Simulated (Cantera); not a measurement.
Input: 1 mol Fe₂O₃, 2.1 mol C, 1.9 mol N₂, held at 32.0 Pa.

Cantera equilibrium calculation (NASA polynomials, part measured and part estimated; ideal gas, pure solids and liquids). Candidate condensed phases: C, Fe, Fe(CO)₅, FeO, Fe₂O₃, Fe₃O₄; 27 gas species. Each liquid is taken as pure. Mutual solubility and eutectic melting of coexisting phases are not modelled. The tables' stoichiometric FeO is somewhat more stable than real wüstite, so its field is too wide. FeO: taken at fixed stoichiometry. Kinetics and transport are ignored.

Problem. Which condensed phases are stable at each of these points (T (°C)): 1425, 1500, 1575, 1650, 1725, 1800, 1875?

Solution. 
```csv
T (°C),condensed phases,Fe condensed (%)
1425,Fe(δ) + FeO(l),96.1
1500,Fe(δ) + FeO(l),86.8
1575,Fe(l) + FeO(l),56.3
1650,FeO(l),27.2
1725,FeO(l),11.8
1800,gas only,0.0
1875,gas only,0.0
```

From 1425 °C to 1500 °C the condensed part is Fe(δ) + FeO(l). At 1575 °C the condensed part is Fe(l) + FeO(l). From 1650 °C to 1725 °C the condensed part is FeO(l). From 1800 °C to 1875 °C nothing is condensed.
